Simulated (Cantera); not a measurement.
A freely propagating, adiabatic, planar premixed flame of H2 : O2 : N2 = 1 : 0.847 : 2.8 (molar parts), equivalence ratio 0.59, unburnt at 425 K and 1.01 bar; mixture-averaged transport, grid criteria slope 0.08 and curve 0.16, no radiation.

Cantera simulation using the H2/O2 subset of GRI-Mech 3.0, which has no nitrogen chemistry; the numbers are that mechanism's predictions, not measurements. Burning velocities carry a grid error of a few per cent, more on coarse grids. Lean hydrogen flames are cellular in practice and burn faster than this planar one.

Question: Predict: laminar burning velocity; thermal thickness; peak x(HO2); peak x(H); peak x(O).

Answer: 
```json
{
  "laminar_burning_velocity": "217 cm/s",
  "thermal_thickness": "0.355 mm",
  "peak x(HO2)": "0.000415",
  "peak x(H)": "0.0156",
  "peak x(O)": "0.00991"
}
```
